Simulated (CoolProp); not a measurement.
Vapour-liquid equilibrium of dimethyl ether (1) + R236EA (2) at 58.95 °C; x and y are mole fractions of (1).

Model: multi-fluid Helmholtz-energy mixture model, Wu 2011 and Rui 2013; pair parameters Bell 2016, in CoolProp.

```csv
x,bubble pressure (kPa),y at the bubble point,dew pressure at overall composition x (kPa),liquid density (mol/L)
0.05,589.2,0.055,588.8,8.806
0.125,596.8,0.143,595.0,9.108
0.2,608.8,0.237,603.6,9.421
0.275,627.3,0.338,615.0,9.744
0.35,654.4,0.443,629.9,10.08
0.425,692.5,0.549,649.0,10.42
0.5,743.9,0.649,673.3,10.77
0.575,810.2,0.740,704.2,11.12
0.65,892.3,0.818,744.3,11.48
0.725,989.3,0.881,797.2,11.84
0.8,1099,0.929,870.2,12.19
0.875,1217,0.964,978.6,12.53
0.95,1336,0.988,1165,12.85
```

No azeotrope shows between x = 0.05 and 0.95.

Pair parameters are fitted to limited data, so mixtures are less certain than the pure fluids.
